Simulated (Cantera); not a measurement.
Input: 1 mol MgCO₃, 0.95 mol C, 0.12 mol CO₂, at 550000 Pa.

Equilibrium computed with Cantera from the NASA thermochemical tables; the gas is ideal and each condensed phase is pure. Candidate condensed phases: C, Mg, MgCO₃, MgO; 15 gas species. Rates play no part.

Problem. Which condensed phases are stable at each of these points (T (K)): 1123, 1198, 1273, 1348, 1423, 1498, 1573, 1648, 1723, 1798?

Solution. 
```tsv
T (K)	condensed phases	Mg condensed (%)
1123	C(graphite) + MgO(s)	100.0
1198	C(graphite) + MgO(s)	100.0
1273	MgO(s)	100.0
1348	MgO(s)	100.0
1423	MgO(s)	100.0
1498	MgO(s)	100.0
1573	MgO(s)	100.0
1648	MgO(s)	100.0
1723	MgO(s)	100.0
1798	MgO(s)	100.0
```

From 1123 K to 1198 K the condensed part is C(graphite) + MgO(s). From 1273 K to 1798 K the condensed part is MgO(s).
